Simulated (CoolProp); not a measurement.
The fluid at 293.15 K and 2.25 MPa is throttled through a valve to 1.02 MPa with no heat exchange. The same conditions are run with several fluids, on thermodynamics alone (safety and materials aside).

Computed with CoolProp (reference Helmholtz-energy equation of state of each fluid (hydrogen chloride: Thol 2018; nitrogen: Span 2000; ethylene: Smukala 2000; C2F6 (R116): Lemmon 2006; ethane: Bücker 2006)).

```
fluid              temperature change (K)  final density (kg/m³)
-----------------  ----------------------  ---------------------
hydrogen chloride                   -21.1                   18.0
nitrogen                                ?                      ?
ethylene                            -14.7                      ?
C2F6 (R116)                             ?                      ?
ethane                              -17.3                      ?
```

Problem. Fill in the missing entries.

Solution. 
- nitrogen, temperature change (K): -2.6
- nitrogen, final density (kg/m³): 11.9
- ethylene, final density (kg/m³): 13.4
- C2F6 (R116), temperature change (K): -16.0
- C2F6 (R116), final density (kg/m³): 72.1
- ethane, final density (kg/m³): 14.9
